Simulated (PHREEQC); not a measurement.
## Acid rinse or clean: an equilibrium model

Dissolve 0.025 mol HNO3, 0.055 mol AlCl3 and 0.52 mol MgCl2 per kg of water at 20 °C. It is in equilibrium with CO2 at log p = 0 (atm). Otherwise closed; pH follows from the charge balance.

Model: ion-association model, phreeqc.dat, run in PHREEQC.

```yaml
pH: 1.74
ionic_strength: 1.92 mol/kgw
activity_of_water: 0.968
density: 1.045 g/cm³
total_alkalinity: -25.0 meq/kg
```

| species | molality | activity | log γ |
|---|---|---|---|
| Cl- | 1.21 | 0.706 | -0.232 |
| Mg+2 | 0.520 | 0.199 | -0.418 |
| Al+3 | 0.0550 | 0.00317 | -1.240 |
| CO2 | 0.0250 | 0.0389 | 0.191 |
| H+ | 0.0250 | 0.0182 | -0.138 |
| NO3- | 0.0250 | 0.0126 | -0.297 |

Precipitation was switched off in this run. The ionic strength is past about 0.7 mol/kgw, beyond the range of this activity model, so the values are rough.
